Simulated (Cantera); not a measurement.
Charge: 1 mol MgCO3, 0.13 mol H2, 0.28 mol H2O, at 0.100 bar.

Equilibrium computed with Cantera from the NASA thermochemical tables; the gas is ideal and each condensed phase is pure. Candidate condensed phases: C, C6H6, C7H8, C8H18, H2O, Mg, MgCO3, MgO, Mg(OH)2; 116 gas species. Kinetics and transport are ignored. All values below are at 1550 K.

Base state: CO2 0.630, H2O 0.278, CO 0.0796, H2 0.0126, H 1.12e-5 (mole fractions); condensed: MgO(s).

What changes in the equilibrium state with this change: H2 from 0.13 to 1.9 mol?


```
species       before    after
-----------  -------  -------
H2            0.0126    0.360
H2O            0.278    0.326
CO            0.0796    0.238
CO2            0.630   0.0769
H            1.12e-5  5.97e-5
MgO(s), mol     1.00    1.000
```
